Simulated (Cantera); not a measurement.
Feed: 1 mol Zr, a varied amount of H2O, 9.4 mol H2, held at 0.190 Pa.

Method: chemical equilibrium by Gibbs-energy minimisation in Cantera with the NASA 1993 tables (ideal gas, pure condensed phases). Candidate condensed phases: H2O, Zr, ZrO2; 12 gas species. Rates play no part.

### Question
What condenses at these points (T in K, n(H2O) in mol): (2350, 3.6); (2450, 2.7); (2400, 15); (2500, 2.7); (2400, 27)?

### Answer
| T (K) | n(H2O) in mol | condensed phases | Zr condensed (%) |
|---|---|---|---|
| 2350 | 3.6 | ZrO2 | 13.0 |
| 2450 | 2.7 | gas only | 0.0 |
| 2400 | 15 | gas only | 0.0 |
| 2500 | 2.7 | gas only | 0.0 |
| 2400 | 27 | gas only | 0.0 |
